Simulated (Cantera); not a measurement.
A closed system holds: 1 mol CuO, a varied amount of CH4, 0.19 mol N2, held at 270 Torr.

These are equilibrium values from Cantera (NASA tables, ideal gas, pure condensed phases), not measurements of a reactor. Candidate condensed phases: C, C6H6, C7H8, C8H18, Cu, CuO, Cu(OH)2, Cu2O, H2O; 139 gas species. Equilibrium is a limit: real reactors are often held back by kinetics, nucleation or transport.

Question: What condenses at these points (T in °C, n(CH4) in mol): (1827, 1.3); (627, 1.6); (1527, 1.3); (1827, 0.77); (1127, 2.7)?

Answer: 
```json
[
 {"T (°C)": "1827", "n(CH4) in mol": "1.3", "condensed phases": "C + Cu", "Cu condensed (%)": "88.5"},
 {"T (°C)": "627", "n(CH4) in mol": "1.6", "condensed phases": "C + Cu", "Cu condensed (%)": "100.0"},
 {"T (°C)": "1527", "n(CH4) in mol": "1.3", "condensed phases": "C + Cu", "Cu condensed (%)": "99.4"},
 {"T (°C)": "1827", "n(CH4) in mol": "0.77", "condensed phases": "Cu", "Cu condensed (%)": "92.4"},
 {"T (°C)": "1127", "n(CH4) in mol": "2.7", "condensed phases": "C + Cu", "Cu condensed (%)": "100.0"}
]
```
